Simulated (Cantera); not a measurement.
# PbO + CO + N2 (iron carbonyl, mercury and lead vapours)

Feed: 1 mol PbO, 1.6 mol CO, 5.8 mol N2, equilibrated at 18.0 Torr.

Equilibrium computed with Cantera from the NASA thermochemical tables; the gas is ideal and each condensed phase is pure. Candidate condensed phases: C, Pb, PbO, PbO2, Pb3O4; 27 gas species. Equilibrium is a limit: real reactors are often held back by kinetics, nucleation or transport.

From 1050 K to 1300 K the condensed part is Pb(l). From 1350 K to 1600 K nothing is condensed. The main Pb-bearing gas is Pb throughout.

| T (K) | x N2 | x CO2 | x Pb | x CO | x PbO | x Pb2 | x NO | x O2 | n Pb(l) |
|---|---|---|---|---|---|---|---|---|---|
| 1050 | 0.782 | 0.135 | 0.00194 | 0.0809 | 1.53e-8 | 1.24e-8 | <1e-12 | <1e-12 | 0.986 |
| 1100 | 0.780 | 0.134 | 0.00505 | 0.0807 | 9.00e-8 | 6.15e-8 | 2.65e-12 | <1e-12 | 0.962 |
| 1150 | 0.774 | 0.134 | 0.0121 | 0.0801 | 4.52e-7 | 2.64e-7 | 1.56e-11 | <1e-12 | 0.910 |
| 1200 | 0.763 | 0.132 | 0.0268 | 0.0789 | 1.98e-6 | 9.99e-7 | 7.88e-11 | <1e-12 | 0.796 |
| 1250 | 0.740 | 0.128 | 0.0557 | 0.0766 | 7.68e-6 | 3.39e-6 | 3.47e-10 | <1e-12 | 0.563 |
| 1300 | 0.698 | 0.120 | 0.109 | 0.0722 | 2.68e-5 | 1.04e-5 | 1.34e-9 | 2.71e-12 | 0.0911 |
| 1350 | 0.690 | 0.119 | 0.119 | 0.0715 | 4.95e-5 | 1.00e-5 | 4.77e-9 | 1.86e-11 | 0 |
| 1400 | 0.690 | 0.119 | 0.119 | 0.0715 | 8.09e-5 | 8.23e-6 | 1.56e-8 | 1.11e-10 | 0 |
| 1450 | 0.690 | 0.119 | 0.119 | 0.0716 | 0.000128 | 6.86e-6 | 4.69e-8 | 5.84e-10 | 0 |
| 1500 | 0.690 | 0.119 | 0.119 | 0.0716 | 0.000195 | 5.78e-6 | 1.31e-7 | 2.75e-9 | 0 |
| 1550 | 0.690 | 0.119 | 0.119 | 0.0717 | 0.000290 | 4.93e-6 | 3.42e-7 | 1.17e-8 | 0 |
| 1600 | 0.690 | 0.119 | 0.119 | 0.0718 | 0.000418 | 4.23e-6 | 8.40e-7 | 4.51e-8 | 0 |
x: gas mole fraction; n: condensed amount in mol.
